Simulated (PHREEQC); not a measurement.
Solution A (120 mmol/kgw H2SO4 and 0.05 mmol/kgw Al(NO3)3) is mixed with solution B (2.9 mmol/kgw Cu(NO3)2, 0.42 mmol/kgw HCl and 0.052 mmol/kgw FeCl3) at 5 °C; shares are by mass of water, 1 kg in all. Oxygen alone is held at its pressure in air (log pO2 = -0.68). No CO2 enters from the air. The run lets Al(OH)3(a), Fe(OH)3(a), Cu(OH)2, Brochantite, Antlerite, Atacamite, Cu2(OH)3NO3, Basaluminite, Chalcanthite precipitate or redissolve, and no other solid.

Computed with PHREEQC (ion-association model, wateq4f.dat).

```csv
share of solution B,pH,Cu+2 (mol/kgw),HSO4- (mol/kgw),FeSO4+ (mol/kgw),AlSO4+ (mol/kgw),FeOH+2 (mol/kgw),CuSO4 (mol/kgw)
0,0.92,0,0.0922,0,3.30e-5,0,0
0.1,0.96,0.000191,0.0815,2.65e-6,2.99e-5,1.73e-9,9.95e-5
0.2,1.01,…,0.0710,5.52e-6,2.67e-5,4.02e-9,0.000199
0.3,…,0.000572,0.0606,8.67e-6,2.36e-5,7.14e-9,0.000298
0.4,1.11,0.000764,0.0504,1.21e-5,2.03e-5,1.15e-8,0.000396
0.5,1.18,0.000959,0.0403,1.60e-5,1.71e-5,1.81e-8,0.000491
0.6,1.26,0.00116,0.0306,2.02e-5,1.38e-5,…,0.000579
0.7,1.37,0.00138,0.0212,…,…,4.82e-8,0.000654
0.8,1.51,0.00162,0.0124,3.05e-5,…,9.22e-8,0.000699
0.9,1.76,0.00195,0.00466,3.66e-5,3.47e-6,2.60e-7,0.000655
1,3.37,0.00290,0,0,0,3.22e-5,0
```

Task: Some entries are withheld; supply them.

Result: 
- 0.2, Cu+2 (mol/kgw): 0.000381
- 0.3, pH: 1.06
- 0.6, FeOH+2 (mol/kgw): 2.88e-8
- 0.7, FeSO4+ (mol/kgw): 2.51e-5
- 0.7, AlSO4+ (mol/kgw): 1.05e-5
- 0.8, AlSO4+ (mol/kgw): 7.02e-6

Away from 25 °C the constants follow the database's enthalpies or fits; those with neither stay at their 25 °C values.
